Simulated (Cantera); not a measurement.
Feed: 1 mol CH₂F₂, 8.5 mol H₂, at 0.530 bar.

Equilibrium computed with Cantera from the NASA thermochemical tables; the gas is ideal and each condensed phase is pure. Candidate condensed phases: C, C₆H₆, C₇H₈, C₈H₁₈; 110 gas species. Ions and electrons are included (thermal ionisation). The numbers say what is thermodynamically allowed, not how fast it happens.

**Question.** Which condensed phases are stable at each of these points (T (°C)): 2227, 2477, 2727, 2977, 3227, 3477, 3727, 3977, 4227, 4477, 4727?

**Answer.** 
```json
[
 {"T (°C)": "2227", "condensed phases": "C(graphite)", "C condensed (%)": "81.8"},
 {"T (°C)": "2477", "condensed phases": "C(graphite)", "C condensed (%)": "53.9"},
 {"T (°C)": "2727", "condensed phases": "C(graphite)", "C condensed (%)": "0.3"},
 {"T (°C)": "2977", "condensed phases": "gas only", "C condensed (%)": "0.0"},
 {"T (°C)": "3227", "condensed phases": "gas only", "C condensed (%)": "0.0"},
 {"T (°C)": "3477", "condensed phases": "gas only", "C condensed (%)": "0.0"},
 {"T (°C)": "3727", "condensed phases": "gas only", "C condensed (%)": "0.0"},
 {"T (°C)": "3977", "condensed phases": "gas only", "C condensed (%)": "0.0"},
 {"T (°C)": "4227", "condensed phases": "gas only", "C condensed (%)": "0.0"},
 {"T (°C)": "4477", "condensed phases": "gas only", "C condensed (%)": "0.0"},
 {"T (°C)": "4727", "condensed phases": "gas only", "C condensed (%)": "0.0"}
]
```

From 2227 °C to 2727 °C the condensed part is C(graphite). From 2977 °C to 4727 °C nothing is condensed.
